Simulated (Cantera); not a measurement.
Hydrogen reduction and annealing atmospheres: CuO + H2 + N2

Charge: 1 mol CuO, 150 mol H2, 39 mol N2, held at 5.80 mbar.

Cantera equilibrium calculation (NASA polynomials, part measured and part estimated; ideal gas, pure solids and liquids). Candidate condensed phases: Cu, CuO, Cu(OH)2, Cu2O, H2O; 27 gas species. Equilibrium is a limit: real reactors are often held back by kinetics, nucleation or transport.

```
T (K)  log p H2  log p N2  log p H  log p H2O  log p Cu  log p OH  log p Cu2  log p NH3  n Cu(s)  n Cu(l)
-----  --------  --------  -------  ---------  --------  --------  ---------  ---------  -------  -------
1050      -2.34     -2.92    -9.26      -4.51     -9.98    -13.93       <-14      -8.34    1.000        0
1150      -2.34     -2.92    -8.30      -4.51     -8.54    -12.69     -13.35      -8.58    1.000        0
1250      -2.34     -2.92    -7.49      -4.51     -7.33    -11.65     -11.64      -8.79    0.998        0
1350      -2.34     -2.92    -6.79      -4.51     -6.31    -10.76     -10.19      -8.96    0.984        0
1450      -2.34     -2.92    -6.19      -4.51     -5.46     -9.99      -9.02      -9.11        0    0.888
1550      -2.34     -2.92    -5.67      -4.51     -4.73     -9.32      -8.00      -9.25        0    0.392
1650      -2.34     -2.92    -5.21      -4.52     -4.52     -8.73      -7.97      -9.36        0        0
1750      -2.34     -2.92    -4.81      -4.52     -4.52     -8.21      -8.32      -9.47        0        0
1850      -2.35     -2.93    -4.44      -4.52     -4.52     -7.74      -8.64      -9.56        0        0
1950      -2.35     -2.93    -4.12      -4.52     -4.52     -7.33      -8.92      -9.65        0        0
2050      -2.36     -2.93    -3.82      -4.52     -4.52     -6.95      -9.18      -9.73        0        0
```
log p: log10 of the partial pressure in bar; n: condensed amount in mol.

From 1050 K to 1350 K the condensed part is Cu(s). From 1450 K to 1550 K the condensed part is Cu(l). From 1650 K to 2050 K nothing is condensed. The main Cu-bearing gas is Cu throughout.
